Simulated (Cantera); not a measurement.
Input: 1 mol SiC, 0.18 mol N2O, 47 mol N2, at 1250 K and 0.0210 Torr.

Equilibrium computed with Cantera from the NASA thermochemical tables; the gas is ideal and each condensed phase is pure. Candidate condensed phases: C, Si, SiC, SiO2, Si2N2O, Si3N4; 34 gas species. Mutual solubility and eutectic melting of coexisting phases are not modelled. Kinetics and transport are ignored.

Base state: N2 0.997, CO 0.00254, SiO 1.33e-5 (mole fractions); condensed: SiC(s) + Si2N2O(s).

What changes in the equilibrium state with this change: pressure from 0.0210 Torr to 7.50 Torr?


| species | before | after |
|---|---|---|
| N2 | 0.997 | 1.000 |
| CO | 0.00254 | 9.97e-6 |
| SiO | 1.33e-5 | 1.33e-9 |
| SiC(s), mol | 0.880 | 0 |
| Si2N2O(s), mol | 0.0596 | 0.180 |
| C(graphite), mol | 0 | 1.000 |
| Si3N4(s), mol | 0 | 0.214 |

What changes in the equilibrium state with this change: temperature from 1250 K to 950 K?


| species | before | after |
|---|---|---|
| N2 | 0.997 | 1.00 |
| CO | 0.00254 | 2.18e-8 |
| SiO | 1.33e-5 | <1e-9 |
| SiC(s), mol | 0.880 | 0 |
| Si2N2O(s), mol | 0.0596 | 0.180 |
| C(graphite), mol | 0 | 1.000 |
| Si3N4(s), mol | 0 | 0.213 |
